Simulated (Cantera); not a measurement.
A perfectly stirred reactor is fed with 34.5 % NH₃, 65.5 % H₂, at 13300 Pa; it is held at 2275 K, and followed from long to short residence time.

Model: the gas-phase N/H chemistry of the illustrative SiF4/NH3 mechanism in the Surface Chemkin manual (1991), integrated in Cantera. Walls and surfaces, which speed up NH3 decomposition in real reactors, are not modelled.

### Question
Predict: x(NH₃) at τ = 0.700 s; x(H₂) at τ = 0.700 s; x(NH) at τ = 0.700 s; x(NH₂) at τ = 0.700 s; x(NH₃) at τ = 11.0 ms; x(H₂) at τ = 11.0 ms; x(NH) at τ = 11.0 ms; x(NH₂) at τ = 11.0 ms; x(N₂H₄) at τ = 11.0 ms.

### Answer
```json
{
  "x(NH₃) at τ = 0.700 s": "0.00314",
  "x(H₂) at τ = 0.700 s": "0.861",
  "x(NH) at τ = 0.700 s": "2.51e-5",
  "x(NH₂) at τ = 0.700 s": "0.000105",
  "x(NH₃) at τ = 11.0 ms": "0.216",
  "x(H₂) at τ = 11.0 ms": "0.734",
  "x(NH) at τ = 11.0 ms": "6.18e-5",
  "x(NH₂) at τ = 11.0 ms": "0.00142",
  "x(N₂H₄) at τ = 11.0 ms": "1.76e-8"
}
```
